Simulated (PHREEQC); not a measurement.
0.034 g of hydrous ferric oxide (600 m²/g; 0.2 weak and 0.005 strong sites per Fe, Dzombak-Morel constants, diffuse double layer) in 1 kg of water with 0.1 mol/kgw of an inert sodium salt and 1.7e-06 mol ZnSO4 and 3.8e-06 mol CuCl2, at 25 °C; the pH is set by adding NaOH or the inert anion's acid. Oxygen alone is held at its pressure in air (log pO2 = -0.68). No CO2 enters from the air. Nothing may precipitate in this run.

The series has 13 steps of pH, from 3 to 9.

Equilibrium calculation in PHREEQC: ion-association model, wateq4f.dat.

Question: Near which pH is half of the S sorbed, and on which side is more sorbed?

Answer: Near pH 5.3, with more sorbed at lower pH.

Question: Near which pH is half of the Zn sorbed, and on which side is more sorbed?

Answer: Near pH 7.1, with more sorbed at higher pH.

Question: Near which pH is half of the Cu sorbed, and on which side is more sorbed?

Answer: Near pH 5.6, with more sorbed at higher pH.

The database's constant for dissolved Cu(OH)2 is higher than later reviews accept. The oxide is taken as insoluble; below pH 4 it would dissolve.
